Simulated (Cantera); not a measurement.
A closed system holds: 1 mol CH₃SiH₃, 0.38 mol C₂H₄, 1200 mol H₂, equilibrated at 80.0 mbar.

Equilibrium computed with Cantera from the NASA thermochemical tables; the gas is ideal and each condensed phase is pure. Candidate condensed phases: C, C₆H₆, C₇H₈, C₈H₁₈, Si, SiC; 87 gas species. The feed counts by its element totals alone. Gases not in the tables: Si₂H₆ and higher silanes. Kinetics and transport are ignored.

x: gas mole fraction; n: condensed amount in mol.

| T (°C) | x H₂ | x H | x C₂H₂ (acetylene) | x Si | x CH₄ | x SiH | x SiH₂ | n C(graphite) | n SiC(s) |
|---|---|---|---|---|---|---|---|---|---|
| 1502 | 0.999 | 0.00102 | 0.000142 | 5.88e-7 | 6.68e-5 | 2.04e-7 | 5.36e-7 | 0.336 | 0.998 |
| 1552 | 0.998 | 0.00156 | 0.000214 | 1.53e-6 | 5.65e-5 | 4.60e-7 | 9.58e-7 | 0.176 | 0.996 |
| 1602 | 0.997 | 0.00231 | 0.000294 | 3.93e-6 | 4.65e-5 | 1.03e-6 | 1.72e-6 | 0 | 0.992 |
| 1652 | 0.996 | ___ | 0.000305 | ___ | ___ | ___ | ___ | 0 | 0.979 |
| 1702 | 0.995 | 0.00483 | 0.000321 | 2.86e-5 | 2.53e-5 | 5.81e-6 | 6.48e-6 | 0 | 0.948 |
| 1752 | 0.993 | 0.00678 | 0.000351 | 7.00e-5 | 1.96e-5 | 1.26e-5 | 1.17e-5 | 0 | 0.879 |
| 1802 | 0.990 | ___ | ___ | ___ | ___ | ___ | ___ | 0 | ___ |
| 1852 | 0.986 | 0.0128 | 0.000513 | 0.000330 | 1.35e-5 | 4.77e-5 | 3.11e-5 | 0 | 0.458 |

Some entries are withheld; supply them.


- 1802, x H: 0.00937
- 1802, x C₂H₂ (acetylene): 0.000408
- 1802, x Si: 0.000158
- 1802, x CH₄: 1.58e-5
- 1802, x SiH: 2.55e-5
- 1802, x SiH₂: 1.97e-5
- 1802, n SiC(s): 0.735
- 1652, x H: 0.00337
- 1652, x Si: 1.09e-5
- 1652, x CH₄: 3.39e-5
- 1652, x SiH: 2.51e-6
- 1652, x SiH₂: 3.41e-6
